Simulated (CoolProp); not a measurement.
Computed with CoolProp (reference Helmholtz-energy equation of state, Thol 2015).

Problem. For octamethylcyclotetrasiloxane (D4), give the phase and the isothermal compressibility (1/MPa), expansivity (1/kK) at 385.9 K and 0.101 MPa; 513.4 K and 0.101 MPa.

Solution. 
- 385.9 K and 0.101 MPa: liquid; isothermal compressibility 0.00339, expansivity 1.45
- 513.4 K and 0.101 MPa: gas; isothermal compressibility 10.4, expansivity 2.31
